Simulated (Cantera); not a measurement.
A Cantera script and what it prints.

```python
import numpy as np
import cantera as ct

gas_names = """
    C CH CH2 CH3 CH2OH CH3O CH4 CH3OH CO CO2 COOH C2 C2H CHCO,ketyl C2H2,acetylene C2H2,vinylidene
    CH2CO,ketene C2H3,vinyl CH3CO,acetyl C2H4 C2H4O,ethylen CH3CHO,ethanal CH3COOH (HCOOH)2 C2H5 C2H6
    CH3OCH3 C2H5OH C2O C3 C3H3,propargyl C3H4,allene C3H4,propyne C3H4,cyclo- C3H5,allyl C3H6,propylene
    C3H6,cyclo- C3H6O C3H7,n-propyl C3H7,i-propyl C3H8 C3H8O,1propanol C3H8O,2propanol C3O2 C4 C4H2
    C4H4,1,3-cyclo- C4H6,butadiene C4H6,2-butyne C4H6,cyclo- C4H8,1-butene C4H8,cis2-buten
    C4H8,tr2-butene C4H8,isobutene C4H8,cyclo- (CH3COOH)2 C4H9,n-butyl C4H9,i-butyl C4H9,s-butyl
    C4H9,t-butyl C4H10,isobutane C4H10,n-butane C5 C5H6,1,3cyclo- C5H8,cyclo- C5H10,1-pentene
    C5H10,cyclo- C5H11,pentyl C5H11,t-pentyl C5H12,n-pentane C5H12,i-pentane CH3C(CH3)2CH3 C6H2
    C6H5,phenyl C6H5O,phenoxy C6H6 C6H5OH,phenol C6H10,cyclo- C6H12,1-hexene C6H12,cyclo- C6H13,n-hexyl
    C7H7,benzyl C7H8 C7H8O,cresol C7H14,1-heptene C7H15,n-heptyl C7H16,n-heptane C8H8,styrene
    C8H10,ethylbenz C8H16,1-octene C8H17,n-octyl C8H18,isooctane C8H18,n-octane C9H19,n-nonyl
    C10H8,naphthale C10H21,n-decyl C12H9,o-bipheny C12H10,bipheny H HCO HO2 H2 HCHO,formaldehy HCOOH H2O
    H2O2 O OH O2 O3
""".split()
cond_names = """
    C(gr) C6H6(L) C7H8(L) C8H18(L),n-octa H2O(s) H2O(L)
""".split()


def load(file, names, dense=False):
    # The tables refer to 1 bar. Condensed volumes are neglected.
    table = {s.name: s for s in ct.Species.list_from_file(file)}
    out = []
    for n in names:
        d = dict(table[n].input_data)
        d["thermo"] = dict(d["thermo"], **{"reference-pressure": 1e5})
        if dense:
            d["equation-of-state"] = {"model": "constant-volume", "density": "1e6 g/cm^3"}
        out.append(ct.Species.from_dict(d))
    return out


gas = ct.Solution(thermo="ideal-gas", species=load("nasa_gas.yaml", gas_names))
cond = {s.name: ct.Solution(thermo="fixed-stoichiometry", species=[s], name=s.name)
        for s in load("nasa_condensed.yaml", cond_names, dense=True)}
atoms = {
    'C6H6': {'C': 6, 'H': 6},
    'O2': {'O': 2},
    'H2': {'H': 2},
}
top_T = {'C(gr)': 4500}  # K; cautious upper limits of use, not melting points


def equilibrate(T, P, feed):
    n = {}
    for name, mol in feed.items():
        for a, k in atoms[name].items():
            n[a] = n.get(a, 0.0) + k * mol
    gas.TPX = T, P, n
    mass = sum(n.values()) * gas.mean_molecular_weight
    gas.equilibrate("TP")
    valid = [c for c in cond.values() if c.min_temp <= T <= top_T.get(c.name, c.max_temp)]
    mix = ct.Mixture([(gas, mass / gas.mean_molecular_weight)] + [(c, 0.0) for c in valid])
    mix.T, mix.P = T, P
    mix.equilibrate("TP", solver="vcs", rtol=1e-11, max_steps=5000)
    return mix


results = []
feed = {'C6H6': 1, 'O2': 0.083, 'H2': 0.34}  # mol
P = 5100  # Pa
for T in [748, 848, 948, 1048, 1148, 1248, 1348, 1448, 1548, 1648, 1748]:
    mix = equilibrate(T, P, feed)
    results.append((T, P, feed, dict(zip(mix.species_names, mix.species_moles))))

top = {s: max(r[3][s] / sum(r[3][g] for g in gas_names) for r in results) for s in gas_names}
cols = sorted((s for s in top if top[s] > 0.001), key=lambda s: -top[s])[:6]
seen = [c for c in cond_names if any(r[3].get(c, 0) > 1e-12 for r in results)]
print("log10 of partial pressures in bar; condensed amounts in mol")
print(f"{'T/K':>10s}" + "".join(f"{s[:9]:>10s}" for s in cols + seen))
for T, P, feed, n in results:
    ng = sum(n[g] for g in gas_names)
    print(f"{T:10.4g}" + "".join(f"{np.log10(max(n[s] / ng * P / 1e5, 1e-99)):10.3f}" for s in cols)
          + "".join(f"{n.get(c, 0):10.4g}" for c in seen))
```

It prints:

```
log10 of partial pressures in bar; condensed amounts in mol
       T/K        H2       CH4        CO       H2O       CO2     C(gr)
       748    -1.373    -2.225    -3.307    -2.696    -3.837     5.609
       848    -1.327    -2.847    -2.754    -3.213    -4.150     5.785
       948    -1.317    -3.400    -2.636    -3.967    -5.028     5.815
      1048    -1.315    -3.863    -2.620    -4.663    -5.894     5.826
      1148    -1.314    -4.252    -2.618    -5.250    -6.626     5.831
      1248    -1.314    -4.580    -2.617    -5.744    -7.240     5.832
      1348    -1.314    -4.861    -2.617    -6.165    -7.760     5.833
      1448    -1.314    -5.104    -2.617    -6.527    -8.205     5.833
      1548    -1.314    -5.315    -2.617    -6.842    -8.590     5.834
      1648    -1.314    -5.500    -2.617    -7.117    -8.926     5.833
      1748    -1.314    -5.664    -2.617    -7.361    -9.222     5.833
```

These are equilibrium values from Cantera (NASA tables, ideal gas, pure condensed phases), not measurements of a reactor.
